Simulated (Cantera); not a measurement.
An adiabatic, constant-volume homogeneous reactor starts with CO : H2 : O2 : N2 = 1 : 0.51 : 2.29 : 8.6 (molar parts), equivalence ratio 0.33, at 1575 K and 1.01 bar.

Detailed kinetics in Cantera: GRI-Mech 3.0 (53 species, 325 reactions).

x: mole fraction; the columns are a selection and need not sum to one.

| t (s) | T (K) | P (bar) | x CO | x H2 | x O2 | x NO | x N2O | x CO2 | x H2O |
|---|---|---|---|---|---|---|---|---|---|
| 1.00e-6 | 1575 | 1.01 | 0.0806 | 0.0411 | 0.185 | <1e-12 | <1e-12 | 7.55e-8 | 3.44e-8 |
| 2.70e-6 | 1575 | 1.01 | 0.0806 | 0.0411 | 0.185 | <1e-12 | 1.37e-12 | 2.95e-7 | 5.84e-7 |
| 7.30e-6 | 1575 | 1.01 | 0.0806 | 0.0411 | 0.185 | <1e-12 | 3.05e-11 | 4.91e-6 | 2.65e-5 |
| 1.97e-5 | 1607 | 1.03 | 0.0746 | ___ | ___ | ___ | ___ | ___ | ___ |
| 5.34e-5 | 1903 | 1.20 | 0.0371 | 0.00277 | 0.132 | 1.83e-5 | 4.26e-7 | 0.0449 | 0.0287 |
| 0.000144 | 2253 | 1.40 | 0.0203 | 0.00183 | 0.129 | 0.000107 | 6.76e-7 | 0.0634 | 0.0333 |
| 0.000390 | 2474 | 1.51 | 0.0105 | 0.000836 | 0.130 | 0.000539 | 9.82e-7 | 0.0743 | 0.0375 |
| 0.00105 | 2526 | 1.54 | 0.00748 | 0.000594 | 0.130 | 0.00175 | 1.03e-6 | 0.0776 | 0.0386 |
| 0.00285 | 2522 | 1.54 | 0.00731 | 0.000581 | 0.128 | 0.00461 | 1.03e-6 | 0.0778 | 0.0387 |
| 0.00770 | 2512 | 1.53 | 0.00705 | 0.000564 | 0.126 | 0.0100 | 1.05e-6 | 0.0781 | 0.0389 |
| 0.0208 | 2502 | 1.52 | 0.00679 | 0.000546 | 0.123 | 0.0154 | 1.09e-6 | 0.0784 | 0.0391 |
| 0.0562 | 2499 | 1.52 | 0.00672 | 0.000541 | 0.122 | 0.0168 | 1.11e-6 | 0.0785 | 0.0391 |
| 0.152 | 2499 | 1.52 | 0.00672 | 0.000541 | 0.122 | 0.0169 | 1.11e-6 | 0.0785 | 0.0391 |
| 0.411 | 2499 | 1.52 | 0.00672 | 0.000541 | 0.122 | 0.0169 | 1.11e-6 | 0.0785 | 0.0391 |
| 1.11 | 2499 | 1.52 | 0.00672 | 0.000541 | 0.122 | 0.0169 | 1.11e-6 | 0.0785 | 0.0391 |
| 3.00 | 2499 | 1.52 | 0.00672 | 0.000541 | 0.122 | 0.0169 | 1.11e-6 | 0.0785 | 0.0391 |

Task: What belongs in the gaps?

Result: 
- 1.97e-5, x H2: 0.00918
- 1.97e-5, x O2: 0.159
- 1.97e-5, x NO: 3.91e-7
- 1.97e-5, x N2O: 5.39e-8
- 1.97e-5, x CO2: 0.00619
- 1.97e-5, x H2O: 0.0231
